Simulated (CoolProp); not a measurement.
Vapour-liquid equilibrium of propane (1) + c-C4F8 (RC318) (2) at 246.1 K; x and y are mole fractions of (1).

The numbers come from the multi-fluid Helmholtz-energy mixture model, Lemmon 2009 and Platzer 1990; pair parameters Bell 2016 in CoolProp. This equation is an older, rougher fit; its heat capacities, sound speeds and derivatives of the liquid may be far off and weren't checked against measurements.

### Question
Give the bubble pressure and the first vapour's composition at x = 0.05, 0.2, 0.5. Is there an azeotrope?

### Answer
x = 0.05: 67.49 kPa, y = 0.446; x = 0.2: 129.1 kPa, y = 0.740; x = 0.5: 171.6 kPa, y = 0.833. No azeotrope shows between x = 0.05 and 0.95.

Pair parameters are fitted to limited data, so mixtures are less certain than the pure fluids. With so large a gap from Raoult's law the liquid may split in two, which this calculation doesn't test in full.
